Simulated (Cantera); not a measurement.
Cantera run:

```python
import numpy as np
import cantera as ct

gas_names = """
    CL CL2 Si SiCL SiCL2 SiCL3 SiCL4 Si2 Si3
""".split()
cond_names = """
    Si(cr) Si(L)
""".split()


def load(file, names, dense=False):
    # The tables refer to 1 bar. Condensed volumes are neglected.
    table = {s.name: s for s in ct.Species.list_from_file(file)}
    out = []
    for n in names:
        d = dict(table[n].input_data)
        d["thermo"] = dict(d["thermo"], **{"reference-pressure": 1e5})
        if dense:
            d["equation-of-state"] = {"model": "constant-volume", "density": "1e6 g/cm^3"}
        out.append(ct.Species.from_dict(d))
    return out


gas = ct.Solution(thermo="ideal-gas", species=load("nasa_gas.yaml", gas_names))
cond = {s.name: ct.Solution(thermo="fixed-stoichiometry", species=[s], name=s.name)
        for s in load("nasa_condensed.yaml", cond_names, dense=True)}
atoms = {
    'Si': {'Si': 1},
    'Cl2': {'CL': 2},
}
top_T = {}  # K; cautious upper limits of use, not melting points


def equilibrate(T, P, feed):
    n = {}
    for name, mol in feed.items():
        for a, k in atoms[name].items():
            n[a] = n.get(a, 0.0) + k * mol
    gas.TPX = T, P, n
    mass = sum(n.values()) * gas.mean_molecular_weight
    gas.equilibrate("TP")
    valid = [c for c in cond.values() if c.min_temp <= T <= top_T.get(c.name, c.max_temp)]
    mix = ct.Mixture([(gas, mass / gas.mean_molecular_weight)] + [(c, 0.0) for c in valid])
    mix.T, mix.P = T, P
    mix.equilibrate("TP", solver="vcs", rtol=1e-11, max_steps=5000)
    return mix


results = []
feed = {'Si': 1, 'Cl2': 5.4}  # mol
P = 5.7  # Pa
for T in [1050, 1100, 1150, 1200, 1250, 1300, 1350, 1400, 1450, 1500, 1550]:
    mix = equilibrate(T, P, feed)
    results.append((T, P, feed, dict(zip(mix.species_names, mix.species_moles))))
    x = sorted(zip(gas.X, gas.species_names), reverse=True)
    print(f"T = {T:g} K  P = {P:g} Pa  gas = {mix.phase_moles(0):.4g} mol")
    print("   x: " + "  ".join(f"{s} {v:.3e}" for v, s in x if v > 0.001))
    print("   condensed (mol): " + ("  ".join(f"{mix.phase(i).name} {mix.phase_moles(i):.4g}"
          for i in range(1, mix.n_phases) if mix.phase_moles(i) > 1e-12) or "none"))
```

Output:

```
T = 1050 K  P = 5.7 Pa  gas = 4.601 mol
   x: CL2 6.952e-01  SiCL4 2.173e-01  CL 8.748e-02
   condensed (mol): none
T = 1100 K  P = 5.7 Pa  gas = 4.781 mol
   x: CL2 6.314e-01  SiCL4 2.091e-01  CL 1.595e-01
   condensed (mol): none
T = 1150 K  P = 5.7 Pa  gas = 5.075 mol
   x: CL2 5.369e-01  CL 2.661e-01  SiCL4 1.970e-01
   condensed (mol): none
T = 1200 K  P = 5.7 Pa  gas = 5.512 mol
   x: CL2 4.152e-01  CL 4.034e-01  SiCL4 1.814e-01
   condensed (mol): none
T = 1250 K  P = 5.7 Pa  gas = 6.074 mol
   x: CL 5.511e-01  CL2 2.843e-01  SiCL4 1.646e-01
   condensed (mol): none
T = 1300 K  P = 5.7 Pa  gas = 6.662 mol
   x: CL 6.791e-01  CL2 1.708e-01  SiCL4 1.500e-01
   condensed (mol): none
T = 1350 K  P = 5.7 Pa  gas = 7.141 mol
   x: CL 7.676e-01  SiCL4 1.399e-01  CL2 9.240e-02
   condensed (mol): none
T = 1400 K  P = 5.7 Pa  gas = 7.452 mol
   x: CL 8.185e-01  SiCL4 1.336e-01  CL2 4.726e-02
   condensed (mol): none
T = 1450 K  P = 5.7 Pa  gas = 7.631 mol
   x: CL 8.450e-01  SiCL4 1.293e-01  CL2 2.392e-02  SiCL3 1.629e-03
   condensed (mol): none
T = 1500 K  P = 5.7 Pa  gas = 7.748 mol
   x: CL 8.586e-01  SiCL4 1.240e-01  CL2 1.231e-02  SiCL3 4.545e-03
   condensed (mol): none
T = 1550 K  P = 5.7 Pa  gas = 7.887 mol
   x: CL 8.667e-01  SiCL4 1.124e-01  SiCL3 1.125e-02  CL2 6.537e-03  SiCL2 3.138e-03
   condensed (mol): none
```

Equilibrium computed with Cantera from the NASA thermochemical tables; the gas is ideal and each condensed phase is pure. The tables' values for SiCl3 are old estimates; treat these amounts as uncertain.
